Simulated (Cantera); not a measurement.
A Cantera script and what it prints.

```python
import numpy as np
import cantera as ct

gas_names = [...]  # 87 gases of nasa_gas.yaml made of C, H, Si
cond_names = """
    C(gr) C6H6(L) C7H8(L) C8H18(L),n-octa Si(cr) Si(L) SiC(b)
""".split()


# ... load() reads the species with a 1 bar reference pressure and builds the phases ...
atoms = {
    'CH3SiH3': {'C': 1, 'H': 6, 'Si': 1},
    'C2H2': {'C': 2, 'H': 2},
    'H2': {'H': 2},
    'C2H4': {'C': 2, 'H': 4},
}
top_T = {'C(gr)': 4500, 'SiC(b)': 3050}  # K; cautious upper limits of use, not melting points


# ... equilibrate(T, P, feed) seeds the gas with the atoms and calls Mixture.equilibrate('TP', solver="vcs", rtol=1e-11, max_steps=5000) ...
results = []
T = 2500  # K
P = 2100  # Pa
for m in [82, 160, 230, 300, 370, 450, 520]:
    feed = {'CH3SiH3': 1, 'C2H2': 0.5, 'H2': m, 'C2H4': 1.3}  # mol
    mix = equilibrate(T, P, feed)
    results.append((T, P, feed, dict(zip(mix.species_names, mix.species_moles))))
    x = sorted(zip(gas.X, gas.species_names), reverse=True)
    print(f"T = {T:g} K  P = {P:g} Pa  n(H2) = {m:g} mol  gas = {mix.phase_moles(0):.4g} mol")
    print("   x: " + "  ".join(f"{s} {v:.3e}" for v, s in x if v > 0.0001))
    print("   condensed (mol): " + ("  ".join(f"{mix.phase(i).name} {mix.phase_moles(i):.4g}"
          for i in range(1, mix.n_phases) if mix.phase_moles(i) > 1e-12) or "none"))
```

Result:

```
T = 2500 K  P = 2100 Pa  n(H2) = 82 mol  gas = 96.69 mol
   x: H2 8.233e-01  H 1.574e-01  C2H2,acetylene 8.906e-03  Si 7.713e-03  SiC2 2.001e-03  SiH 2.680e-04  Si2C 1.571e-04  C2H 1.223e-04
   condensed (mol): C(gr) 2.425
T = 2500 K  P = 2100 Pa  n(H2) = 160 mol  gas = 181.4 mol
   x: H2 8.275e-01  H 1.578e-01  C2H2,acetylene 8.952e-03  Si 4.172e-03  SiC2 1.082e-03  SiH 1.453e-04  C2H 1.226e-04
   condensed (mol): C(gr) 0.8567
T = 2500 K  P = 2100 Pa  n(H2) = 230 mol  gas = 257.4 mol
   x: H2 8.299e-01  H 1.581e-01  C2H2,acetylene 8.001e-03  Si 3.020e-03  SiC2 6.983e-04  C2H 1.094e-04  SiH 1.054e-04
   condensed (mol): none
T = 2500 K  P = 2100 Pa  n(H2) = 300 mol  gas = 333.5 mol
   x: H2 8.323e-01  H 1.583e-01  C2H2,acetylene 6.287e-03  Si 2.435e-03  SiC2 4.410e-04
   condensed (mol): none
T = 2500 K  P = 2100 Pa  n(H2) = 370 mol  gas = 409.5 mol
   x: H2 8.338e-01  H 1.584e-01  C2H2,acetylene 5.181e-03  Si 2.040e-03  SiC2 3.040e-04
   condensed (mol): none
T = 2500 K  P = 2100 Pa  n(H2) = 450 mol  gas = 496.5 mol
   x: H2 8.350e-01  H 1.585e-01  C2H2,acetylene 4.315e-03  Si 1.722e-03  SiC2 2.134e-04
   condensed (mol): none
T = 2500 K  P = 2100 Pa  n(H2) = 520 mol  gas = 572.5 mol
   x: H2 8.358e-01  H 1.586e-01  C2H2,acetylene 3.765e-03  Si 1.515e-03  SiC2 1.637e-04
   condensed (mol): none
```

Method: chemical equilibrium by Gibbs-energy minimisation in Cantera with the NASA 1993 tables (ideal gas, pure condensed phases). The feed counts by its element totals alone. Gases not in the tables: Si2H6 and higher silanes.
